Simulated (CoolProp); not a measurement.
CHF3 (R23) along the isotherm 174 K: density (kg/m³) from the reference equation and from simpler models built on Tc = 299.3 K, pc = 4832 kPa, ω = 0.263; each cubic takes its own stable root.

The numbers come from the reference Helmholtz-energy equation of state, Penoncello 2003 in CoolProp.

```
p (kPa)   phase  reference  van der Waals  Redlich-Kwong  Soave-Redlich-Kwong  Peng-Robinson
-------  ------  ---------  -------------  -------------  -------------------  -------------
2200     liquid        ___          855.8           1258                 1293           1458
4390     liquid        ___          863.6           1263                  ___           1462
6590     liquid       1522          870.6           1269                 1302            ___
8780     liquid       1526          877.0           1274                  ___           1470
11000    liquid       1530          883.0           1279                 1310           1473
13200    liquid       1534          888.4           1284                 1314           1477
15400    liquid       1538          893.5           1289                 1317           1480
17600    liquid       1541          898.2           1293                 1321           1484
19800    liquid       1545          902.6            ___                 1324           1487
22000    liquid       1549          906.7           1302                 1327           1490
24200    liquid        ___          910.6           1305                 1330           1493
```

Question: Some entries are withheld; supply them.

Answer: 
- 2200, reference: 1514
- 4390, reference: 1518
- 4390, Soave-Redlich-Kwong: 1298
- 6590, Peng-Robinson: 1466
- 8780, Soave-Redlich-Kwong: 1306
- 19800, Redlich-Kwong: 1297
- 24200, reference: 1552
